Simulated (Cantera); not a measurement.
An isothermal, constant-pressure homogeneous reactor starts with CH₄ : CO₂ : H₂ = 1 : 1.5 : 0.32 (molar parts), at 1525 K and 1.10 bar.

Detailed kinetics in Cantera: GRI-Mech 3.0 (53 species, 325 reactions).

**Question.** Predict: x(CH₄) at 200 s; x(CO₂) at 200 s; x(H₂) at 200 s; x(OH) at 200 s; x(C₂H₂) at 200 s.

**Answer.** 
* **x(CH₄) at 200 s**: 0.00295 (gas-phase equilibrium 1.80e-6)
* **x(CO₂) at 200 s**: 0.0333 (gas-phase equilibrium 0.0318)
* **x(H₂) at 200 s**: 0.404 (gas-phase equilibrium 0.409)
* **x(OH) at 200 s**: 8.24e-8 (gas-phase equilibrium 7.92e-8)
* **x(C₂H₂) at 200 s**: 0.000213 (gas-phase equilibrium 9.27e-11)
